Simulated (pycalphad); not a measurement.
Phase fractions of Al-13.79Si-4.09Fe (wt.%)

All values are pycalphad results on the COST 507 light-alloy database (1999) (1 atm), not direct measurements. The database dates from 1999; later assessments differ in places, in temperatures and in the compounds included. Phase fractions are per mole of atoms.

| T (°C) | liquid | ALFESI_BETA | diamond (Si) | fcc |
|---|---|---|---|---|
| 727 | 1.000 | - | - | - |
| 627 | 0.911 | 0.089 | - | - |
| 527 | - | 0.135 | 0.108 | 0.756 |
| 427 | - | 0.135 | 0.113 | 0.752 |
| 327 | - | 0.135 | 0.115 | 0.750 |
| 227 | - | 0.135 | 0.116 | 0.749 |

Database names, with the compositions (at.%) that they take in these runs: ALFESI_BETA: Al 70 Si 15 Fe 15.
